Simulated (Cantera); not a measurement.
# Sublimation and decomposition of ceramics: BN + N2

A closed system holds: 1 mol BN, 0.28 mol N2, at 101000 Pa.

Cantera equilibrium calculation (NASA polynomials, part measured and part estimated; ideal gas, pure solids and liquids). Candidate condensed phases: B, BN; 12 gas species. Ions and electrons are included (thermal ionisation). The numbers say what is thermodynamically allowed, not how fast it happens.

```csv
T (°C),x N2,x B,x BN,x N,x B2,x B+,x e-,n BN(s),n B(l)
1727,1.00,1.42e-9,1.56e-9,8.96e-10,<1e-12,<1e-12,<1e-12,1.00,0
2227,1.000,2.12e-5,8.19e-6,2.90e-7,1.00e-9,1.17e-10,1.17e-10,1.000,0
2727,0.995,0.00456,0.000870,1.38e-5,4.30e-6,5.32e-8,5.32e-8,0,0.996
3227,0.916,0.0756,0.00837,0.000211,0.000215,2.60e-6,2.60e-6,0,0.928
3727,0.431,0.537,0.0280,0.00116,0.00301,4.58e-5,4.56e-5,0,0
4227,0.428,0.543,0.0211,0.00585,0.00113,0.000203,0.000203,0,0
4727,0.418,0.542,0.0165,0.0213,0.000506,0.000674,0.000673,0,0
```
x: gas mole fraction; n: condensed amount in mol.

From 1727 °C to 2227 °C the condensed part is BN(s). From 2727 °C to 3227 °C the condensed part is B(l). From 3727 °C to 4727 °C nothing is condensed.
